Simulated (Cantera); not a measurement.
## V2O5 + H2 + N2 (hydrogen reduction and annealing atmospheres)

Charge: 1 mol V2O5, 0.75 mol H2, 13 mol N2, at 100 Torr.

Cantera equilibrium calculation (NASA polynomials, part measured and part estimated; ideal gas, pure solids and liquids). Candidate condensed phases: H2O, V, VN, VO, V2O3, V2O4, V2O5; 28 gas species. Condensed phases not in the tables: the oxides between V2O3 and V2O5 other than VO2. Rates play no part.

| T (K) | x N2 | x H2O | x O2 | x VO2 | x NO | x OH | x H2 | n V2O4(s) | n V2O4(l) |
|---|---|---|---|---|---|---|---|---|---|
| 1800 | 0.936 | 0.0538 | 0.00849 | 0.000266 | 0.000911 | 0.000375 | 8.61e-5 | 0.998 | 0 |
| 1825 | 0.936 | 0.0537 | 0.00844 | 0.000391 | 0.000987 | 0.000435 | 0.000108 | 0 | 0.997 |
| 1850 | 0.936 | 0.0536 | 0.00839 | 0.000550 | 0.00107 | 0.000501 | 0.000136 | 0 | 0.996 |
| 1875 | 0.935 | 0.0535 | 0.00834 | 0.000764 | 0.00115 | 0.000576 | 0.000169 | 0 | 0.995 |
| 1900 | 0.935 | 0.0534 | 0.00829 | 0.00105 | 0.00124 | 0.000659 | 0.000209 | 0 | 0.993 |
| 1925 | 0.935 | 0.0533 | 0.00823 | 0.00144 | 0.00133 | 0.000751 | 0.000258 | 0 | 0.990 |
| 1950 | 0.934 | 0.0532 | 0.00817 | 0.00194 | 0.00143 | 0.000853 | 0.000315 | 0 | 0.987 |
| 1975 | 0.933 | 0.0530 | 0.00812 | 0.00260 | 0.00153 | 0.000966 | 0.000384 | 0 | 0.982 |
| 2000 | 0.932 | 0.0528 | 0.00806 | 0.00346 | 0.00163 | 0.00109 | 0.000465 | 0 | 0.976 |
| 2025 | 0.931 | 0.0525 | 0.00800 | 0.00456 | 0.00174 | 0.00122 | 0.000559 | 0 | 0.968 |
| 2050 | 0.930 | 0.0522 | 0.00794 | 0.00596 | 0.00185 | 0.00137 | 0.000670 | 0 | 0.958 |
x: gas mole fraction; n: condensed amount in mol.

At 1800 K the condensed part is V2O4(s). From 1825 K to 2050 K the condensed part is V2O4(l). The main V-bearing gas is VO2 throughout. The share of V in condensed phases is highest at 1800 K (99.8 %) and lowest at 2050 K (95.8 %).
